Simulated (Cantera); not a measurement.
Cantera run:

```python
import numpy as np
import cantera as ct

gas_names = """
    CL CL2 H HCL H2 K KCL KH K2 K2CL2
""".split()
cond_names = """
    K(cr) K(L) KCL(s) KCL(L)
""".split()


def load(file, names, dense=False):
    # The tables refer to 1 bar. Condensed volumes are neglected.
    table = {s.name: s for s in ct.Species.list_from_file(file)}
    out = []
    for n in names:
        d = dict(table[n].input_data)
        d["thermo"] = dict(d["thermo"], **{"reference-pressure": 1e5})
        if dense:
            d["equation-of-state"] = {"model": "constant-volume", "density": "1e6 g/cm^3"}
        out.append(ct.Species.from_dict(d))
    return out


gas = ct.Solution(thermo="ideal-gas", species=load("nasa_gas.yaml", gas_names))
cond = {s.name: ct.Solution(thermo="fixed-stoichiometry", species=[s], name=s.name)
        for s in load("nasa_condensed.yaml", cond_names, dense=True)}
atoms = {
    'KCl': {'K': 1, 'CL': 1},
    'H2': {'H': 2},
}
top_T = {}  # K; cautious upper limits of use, not melting points


def equilibrate(T, P, feed):
    n = {}
    for name, mol in feed.items():
        for a, k in atoms[name].items():
            n[a] = n.get(a, 0.0) + k * mol
    gas.TPX = T, P, n
    mass = sum(n.values()) * gas.mean_molecular_weight
    gas.equilibrate("TP")
    valid = [c for c in cond.values() if c.min_temp <= T <= top_T.get(c.name, c.max_temp)]
    mix = ct.Mixture([(gas, mass / gas.mean_molecular_weight)] + [(c, 0.0) for c in valid])
    mix.T, mix.P = T, P
    mix.equilibrate("TP", solver="vcs", rtol=1e-11, max_steps=5000)
    return mix


results = []
feed = {'KCl': 1, 'H2': 100}  # mol
T = 2000  # K
for P in [0.1, 0.72, 5.2, 37, 270, 1900, 14000, 100000]:
    mix = equilibrate(T, P, feed)
    results.append((T, P, feed, dict(zip(mix.species_names, mix.species_moles))))
    x = sorted(zip(gas.X, gas.species_names), reverse=True)
    print(f"T = {T:g} K  P = {P:g} Pa  gas = {mix.phase_moles(0):.4g} mol")
    print("   x: " + "  ".join(f"{s} {v:.3e}" for v, s in x if v > 1e-06))
    print("   condensed (mol): " + ("  ".join(f"{mix.phase(i).name} {mix.phase_moles(i):.4g}"
          for i in range(1, mix.n_phases) if mix.phase_moles(i) > 1e-12) or "none"))
```

Output:

```
T = 2000 K  P = 0.1 Pa  gas = 165.1 mol
   x: H 7.660e-01  H2 2.219e-01  K 6.009e-03  CL 4.326e-03  HCL 1.683e-03  KCL 4.881e-05
   condensed (mol): none
T = 2000 K  P = 0.72 Pa  gas = 130.8 mol
   x: H2 5.397e-01  H 4.452e-01  K 7.367e-03  HCL 4.563e-03  CL 2.804e-03  KCL 2.793e-04
   condensed (mol): none
T = 2000 K  P = 5.2 Pa  gas = 112.8 mol
   x: H2 7.836e-01  H 1.996e-01  K 7.896e-03  HCL 6.637e-03  CL 1.259e-03  KCL 9.709e-04
   condensed (mol): none
T = 2000 K  P = 37 Pa  gas = 105.6 mol
   x: H2 9.030e-01  H 8.034e-02  K 7.216e-03  HCL 6.768e-03  KCL 2.248e-03  CL 4.485e-04
   condensed (mol): none
T = 2000 K  P = 270 Pa  gas = 102.9 mol
   x: H2 9.539e-01  H 3.057e-02  K 5.776e-03  HCL 5.643e-03  KCL 3.943e-03  CL 1.347e-04  KH 1.218e-06
   condensed (mol): none
T = 2000 K  P = 1900 Pa  gas = 101.8 mol
   x: H2 9.743e-01  H 1.165e-02  KCL 5.602e-03  K 4.218e-03  HCL 4.183e-03  CL 3.723e-05  KH 2.384e-06
   condensed (mol): none
T = 2000 K  P = 14000 Pa  gas = 101.4 mol
   x: H2 9.830e-01  KCL 7.002e-03  H 4.309e-03  K 2.859e-03  HCL 2.854e-03  CL 9.317e-06  KH 4.406e-06
   condensed (mol): none
T = 2000 K  P = 100000 Pa  gas = 101.2 mol
   x: H2 9.866e-01  KCL 8.002e-03  HCL 1.872e-03  K 1.867e-03  H 1.615e-03  KH 7.704e-06  K2CL2 3.797e-06  CL 2.283e-06
   condensed (mol): none
```

Method: chemical equilibrium by Gibbs-energy minimisation in Cantera with the NASA 1993 tables (ideal gas, pure condensed phases).
